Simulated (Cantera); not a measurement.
**Premixed flame**

A freely propagating, adiabatic, planar premixed flame of 15.2 % CO, 0.592 % H₂, 0.941 % CH₄, 14.4 % O₂, 68.9 % N₂, equivalence ratio 0.68, unburnt at 475 K and 0.355 atm; unity-Lewis-number transport, grid criteria slope 0.08 and curve 0.16, no radiation.

Detailed kinetics in Cantera: GRI-Mech 3.0 (53 species, 325 reactions). Unity Lewis numbers drop preferential diffusion, which matters most where H2 and H carry the flame. Burning velocities carry a grid error of a few per cent, more on coarse grids.

```json
[
 {"z (mm)": "-6.60", "T (K)": "475", "u (m/s)": "0.447", "x CO": "0.152", "x H₂": "0.00592", "x CH₄": "0.00941", "x HO₂": "<1e-8", "x CH₂O": "<1e-8", "x H": "<1e-8"},
 {"z (mm)": "-4.40", "T (K)": "475", "u (m/s)": "0.447", "x CO": "0.152", "x H₂": "0.00592", "x CH₄": "0.00941", "x HO₂": "6.94e-8", "x CH₂O": "5.09e-8", "x H": "<1e-8"},
 {"z (mm)": "-3.30", "T (K)": "476", "u (m/s)": "0.448", "x CO": "0.152", "x H₂": "0.00592", "x CH₄": "0.00940", "x HO₂": "3.12e-7", "x CH₂O": "2.28e-7", "x H": "<1e-8"},
 {"z (mm)": "-2.20", "T (K)": "482", "u (m/s)": "0.453", "x CO": "0.151", "x H₂": "0.00591", "x CH₄": "0.00933", "x HO₂": "2.13e-6", "x CH₂O": "1.53e-6", "x H": "<1e-8"},
 {"z (mm)": "-1.10", "T (K)": "564", "u (m/s)": "0.529", "x CO": "0.146", "x H₂": "0.00584", "x CH₄": "0.00835", "x HO₂": "3.03e-5", "x CH₂O": "1.87e-5", "x H": "3.57e-7"},
 {"z (mm)": "-0.550", "T (K)": "783", "u (m/s)": "0.728", "x CO": "0.130", "x H₂": "0.00558", "x CH₄": "0.00557", "x HO₂": "5.46e-5", "x CH₂O": "4.99e-5", "x H": "0.000184"},
 {"z (mm)": "0", "T (K)": "1131", "u (m/s)": "1.04", "x CO": "0.0984", "x H₂": "0.00360", "x CH₄": "0.000882", "x HO₂": "2.28e-5", "x CH₂O": "3.52e-5", "x H": "0.00349"},
 {"z (mm)": "0.550", "T (K)": "1345", "u (m/s)": "1.22", "x CO": "0.0665", "x H₂": "0.00145", "x CH₄": "7.74e-6", "x HO₂": "9.33e-6", "x CH₂O": "6.54e-7", "x H": "0.00669"},
 {"z (mm)": "1.10", "T (K)": "1471", "u (m/s)": "1.32", "x CO": "0.0477", "x H₂": "0.00149", "x CH₄": "1.90e-8", "x HO₂": "6.46e-6", "x CH₂O": "<1e-8", "x H": "0.00732"},
 {"z (mm)": "2.20", "T (K)": "1605", "u (m/s)": "1.43", "x CO": "0.0338", "x H₂": "0.00144", "x CH₄": "<1e-8", "x HO₂": "4.46e-6", "x CH₂O": "<1e-8", "x H": "0.00531"},
 {"z (mm)": "4.40", "T (K)": "1720", "u (m/s)": "1.52", "x CO": "0.0250", "x H₂": "0.00104", "x CH₄": "<1e-8", "x HO₂": "2.96e-6", "x CH₂O": "<1e-8", "x H": "0.00257"},
 {"z (mm)": "8.79", "T (K)": "1807", "u (m/s)": "1.59", "x CO": "0.0175", "x H₂": "0.000675", "x CH₄": "<1e-8", "x HO₂": "1.85e-6", "x CH₂O": "<1e-8", "x H": "0.00114"},
 {"z (mm)": "17.6", "T (K)": "1870", "u (m/s)": "1.63", "x CO": "0.0113", "x H₂": "0.000411", "x CH₄": "<1e-8", "x HO₂": "1.10e-6", "x CH₂O": "<1e-8", "x H": "0.000485"}
]
```
x: mole fraction of selected species; z is measured from the peak of heat release.

| Quantity | Value |
|---|---|
| laminar burning velocity | 44.7 cm/s |
| thermal thickness | 2.20 mm |
| peak x(HO₂) | 5.92e-5 |
| peak x(CH₂O) | 5.90e-5 |
| peak x(H) | 0.00735 |
| grid points | 117 |
